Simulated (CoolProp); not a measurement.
The numbers come from the reference Helmholtz-energy equation of state, Bücker 2006 in CoolProp.

Task: For n-butane, give the phase and the cp (kJ/(kg K)), cv (kJ/(kg K)), Joule-Thomson coefficient (K/MPa), conductivity (mW/(m K)) at 117.25 °C and 0.17 bar; -67.75 °C and 0.146 bar; -65.45 °C and 0.177 bar.

Result: 
- 117.25 °C and 0.17 bar: gas; cp 2.11, cv 1.96, Joule-Thomson coefficient 10.4, conductivity 27.0
- -67.75 °C and 0.146 bar: liquid; cp 2.07, cv 1.48, Joule-Thomson coefficient -0.509, conductivity 147
- -65.45 °C and 0.177 bar: liquid; cp 2.08, cv 1.48, Joule-Thomson coefficient -0.506, conductivity 146

Thermal conductivity comes from a separate model (Perkins 2002).
